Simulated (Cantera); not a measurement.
# Adiabatic ignition

An adiabatic, constant-pressure homogeneous reactor starts with H2 : O2 : N2 = 1 : 1.02 : 3.84 (molar parts), at 1400 K and 9.87 atm.

Detailed kinetics in Cantera: the H2/O2 subset of GRI-Mech 3.0, which has no nitrogen chemistry. The hydrogen kinetics of GRI-Mech 3.0 are dated; newer H2 mechanisms differ, most at raised pressure.

```csv
t (s),T (K),x H2,x O2,x H2O2,x H2O,x HO2,x O,x H
3.00e-6,2174,0.0132,0.0895,2.52e-6,0.149,0.000120,0.0178,0.0139
7.98e-6,2520,0.00180,0.0935,1.24e-6,0.178,2.13e-5,0.00227,0.000538
2.12e-5,2535,0.00131,0.0940,1.32e-6,0.179,2.04e-5,0.00168,0.000337
5.64e-5,2535,0.00131,0.0940,1.32e-6,0.179,2.04e-5,0.00167,0.000337
0.000150,2535,0.00131,0.0940,1.32e-6,0.179,2.04e-5,0.00167,0.000337
0.000399,2535,0.00131,0.0940,1.32e-6,0.179,2.04e-5,0.00167,0.000337
0.00106,2535,0.00131,0.0940,1.32e-6,0.179,2.04e-5,0.00167,0.000337
0.00282,2535,0.00131,0.0940,1.32e-6,0.179,2.04e-5,0.00167,0.000337
0.00751,2535,0.00131,0.0940,1.32e-6,0.179,2.04e-5,0.00167,0.000337
0.0200,2535,0.00131,0.0940,1.32e-6,0.179,2.04e-5,0.00167,0.000337
0.0531,2535,0.00131,0.0940,1.32e-6,0.179,2.04e-5,0.00167,0.000337
0.141,2535,0.00131,0.0940,1.32e-6,0.179,2.04e-5,0.00167,0.000337
0.376,2535,0.00131,0.0940,1.32e-6,0.179,2.04e-5,0.00167,0.000337
1.00,2535,0.00131,0.0940,1.32e-6,0.179,2.04e-5,0.00167,0.000337
```
x: mole fraction; the columns are a selection and need not sum to one.

```json
{
 "time_of_steepest_temperature_rise": "2.55 µs",
 "temperature at 1.00 s": "2535 K",
 "equilibrium_temperature": "2535 K",
 "x(H2) at 1.00 s": "0.00131 (gas-phase equilibrium 0.00131)",
 "x(O2) at 1.00 s": "0.0940 (gas-phase equilibrium 0.0940)",
 "x(H2O2) at 1.00 s": "1.32e-6 (gas-phase equilibrium 1.32e-6)"
}
```
